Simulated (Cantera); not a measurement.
Charge: 1 mol CF₄, 3.5 mol H₂, equilibrated at 2950 K and 1.00 bar.

Equilibrium computed with Cantera from the NASA thermochemical tables; the gas is ideal and each condensed phase is pure. Candidate condensed phases: C, C₆H₆, C₇H₈, C₈H₁₈; 95 gas species. Kinetics and transport are ignored.

Base state: HF 0.702, H₂ 0.220, H 0.0634, C₂H₂ (acetylene) 0.0118, F 0.00114, C₂H 0.000544, C₄H₂ 0.000265, C₃ 0.000181 (mole fractions); condensed: C(graphite).

Problem. What changes in the equilibrium state with this change: 0.01 mol Cl₂ added?

Solution. 
```tsv
species	before	after
HF	0.702	0.701
H₂	0.220	0.219
H	0.0634	0.0631
HCl	0	0.00293
C₂H₂ (acetylene)	0.0118	0.0117
Cl	0	0.000578
CH₃	1.85e-5	1.82e-5
C(graphite), mol	0.848	0.849
```

Problem. What changes in the equilibrium state with this change: temperature from 2950 K to 2023 K?

Solution. 
```tsv
species	before	after
HF	0.702	0.727
H₂	0.220	0.272
H	0.0634	0.000990
C₂H₂ (acetylene)	0.0118	0.000243
C₃	0.000181	<1e-9
C	3.12e-5	<1e-9
C(graphite), mol	0.848	0.997
```
